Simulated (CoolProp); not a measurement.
Computed with CoolProp (reference Helmholtz-energy equation of state, Span 2000).

Give the vapour pressure (MPa), enthalpy of vaporisation (kJ/kg), liquid cp (kJ/(kg K)), surface tension (mN/m) of saturated nitrogen at 79.1, 111 K.


| T (K) | p (MPa) | enthalpy of vaporisation (kJ/kg) | liquid cp (kJ/(kg K)) | surface tension (mN/m) |
|---|---|---|---|---|
| 79.1 | 0.124 | 197 | 2.05 | 8.49 |
| 111 | 1.55 | 131 | 2.82 | 2.07 |

Surface tension comes from a separate correlation (Mulero 2012).
